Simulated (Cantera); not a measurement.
Charge: 1 mol SiCl4, 0.65 mol Cl2, 2.2 mol H2, held at 725 °C and 340000 Pa.

Cantera equilibrium calculation (NASA polynomials, part measured and part estimated; ideal gas, pure solids and liquids). Candidate condensed phases: Si; 19 gas species. The tables' values for SiCl3 are old estimates; treat these amounts as uncertain. Equilibrium is a limit: real reactors are often held back by kinetics, nucleation or transport.

Base state: H2 0.400, HCl 0.340, SiCl4 0.258, SiHCl3 0.00210, SiCl3 3.06e-5 (mole fractions); condensed: gas only.

**Question.** What changes in the equilibrium state with this change: Cl2 from 0.65 to 1.2 mol?

**Answer.** 
```tsv
species	before	after
HCl	0.340	0.546
H2	0.400	0.227
SiCl4	0.258	0.227
SiHCl3	0.00210	0.000652
SiCl3	3.06e-5	1.26e-5
```
